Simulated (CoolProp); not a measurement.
A single-stage vapour-compression cycle with the fluid: evaporating at 242.15 K (dew point), condensing at 266.15 K (bubble point), superheat 8 K, subcooling 8 K, compressor efficiency 0.7, no pressure losses. The same conditions are run with several fluids, on thermodynamics alone (safety and materials aside).

Values from CoolProp's reference Helmholtz-energy equation of state of each fluid (R404A: Lemmon 2003; sulfur hexafluoride: Guder 2009; propane: Lemmon 2009; cis-2-butene: Lemmon 2005; R1336mzz(E): Akasaka 2023; nitrous oxide: Lemmon 2006). Blends and air are pseudo-pure fits.

Task: Rank R404A, sulfur hexafluoride, propane, cis-2-butene, R1336mzz(E), nitrous oxide by cooling COP, highest first.

Result: R1336mzz(E) (6.85), cis-2-butene (6.80), propane (6.73), sulfur hexafluoride (6.54), R404A (6.50), nitrous oxide (6.14)

```
fluid                pressure ratio  discharge temperature (K)  refrigerating effect (kJ/kg)  volumetric capacity (kJ/m³)
-------------------  --------------  -------------------------  ----------------------------  ---------------------------
R404A                          2.51                      287.9                           176                         1710
sulfur hexafluoride            2.16                      279.7                          92.4                         3440
propane                        2.36                      290.7                           388                         1390
cis-2-butene                   3.07                      297.3                           423                          249
R1336mzz(E)                    3.50                      281.3                           159                          193
nitrous oxide                  2.04                      308.7                           274                         8560
```
